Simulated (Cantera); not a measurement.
What does this Cantera script print?

```python
import numpy as np
import cantera as ct

gas_names = """
    H HO2 H2 H2O H2O2 Mg MgH MgO MgOH MgO2H2 Mg2 O OH O2 O3
""".split()
cond_names = """
    H2O(s) H2O(L) Mg(cr) Mg(L) MgO(s) MgO(L) MgO2H2(s)
""".split()


# ... load() reads the species with a 1 bar reference pressure and builds the phases ...
atoms = {
    'MgO': {'Mg': 1, 'O': 1},
    'H2': {'H': 2},
}
top_T = {}  # K; cautious upper limits of use, not melting points


# ... equilibrate(T, P, feed) seeds the gas with the atoms and calls Mixture.equilibrate('TP', solver="vcs", rtol=1e-11, max_steps=5000) ...
results = []
feed = {'MgO': 1, 'H2': 0.053}  # mol
P = 101325  # Pa
for T in [1650, 1700, 1750, 1800, 1850, 1900, 1950, 2000, 2050, 2100]:
    mix = equilibrate(T, P, feed)
    results.append((T, P, feed, dict(zip(mix.species_names, mix.species_moles))))
    x = sorted(zip(gas.X, gas.species_names), reverse=True)
    print(f"T = {T:g} K  P = {P:g} Pa  gas = {mix.phase_moles(0):.4g} mol")
    print("   x: " + "  ".join(f"{s} {v:.3e}" for v, s in x if v > 0.001))
    print("   condensed (mol): " + ("  ".join(f"{mix.phase(i).name} {mix.phase_moles(i):.4g}"
          for i in range(1, mix.n_phases) if mix.phase_moles(i) > 1e-12) or "none"))
```

It prints:

```
T = 1650 K  P = 101325 Pa  gas = 0.05301 mol
   x: H2 9.995e-01
   condensed (mol): MgO(s) 1
T = 1700 K  P = 101325 Pa  gas = 0.05302 mol
   x: H2 9.992e-01
   condensed (mol): MgO(s) 1
T = 1750 K  P = 101325 Pa  gas = 0.05303 mol
   x: H2 9.988e-01
   condensed (mol): MgO(s) 1
T = 1800 K  P = 101325 Pa  gas = 0.05305 mol
   x: H2 9.981e-01
   condensed (mol): MgO(s) 1
T = 1850 K  P = 101325 Pa  gas = 0.05308 mol
   x: H2 9.970e-01  H2O 1.218e-03  Mg 1.201e-03
   condensed (mol): MgO(s) 0.9999
T = 1900 K  P = 101325 Pa  gas = 0.05312 mol
   x: H2 9.955e-01  H2O 1.832e-03  Mg 1.806e-03
   condensed (mol): MgO(s) 0.9999
T = 1950 K  P = 101325 Pa  gas = 0.05317 mol
   x: H2 9.935e-01  H2O 2.695e-03  Mg 2.656e-03  H 1.135e-03
   condensed (mol): MgO(s) 0.9999
T = 2000 K  P = 101325 Pa  gas = 0.05325 mol
   x: H2 9.906e-01  H2O 3.885e-03  Mg 3.826e-03  H 1.608e-03
   condensed (mol): MgO(s) 0.9998
T = 2050 K  P = 101325 Pa  gas = 0.05335 mol
   x: H2 9.868e-01  H2O 5.494e-03  Mg 5.409e-03  H 2.239e-03
   condensed (mol): MgO(s) 0.9997
T = 2100 K  P = 101325 Pa  gas = 0.05349 mol
   x: H2 9.816e-01  H2O 7.632e-03  Mg 7.512e-03  H 3.067e-03
   condensed (mol): MgO(s) 0.9996
```

Method: chemical equilibrium by Gibbs-energy minimisation in Cantera with the NASA 1993 tables (ideal gas, pure condensed phases). The tables' values for MgH are old estimates; treat these amounts as uncertain.
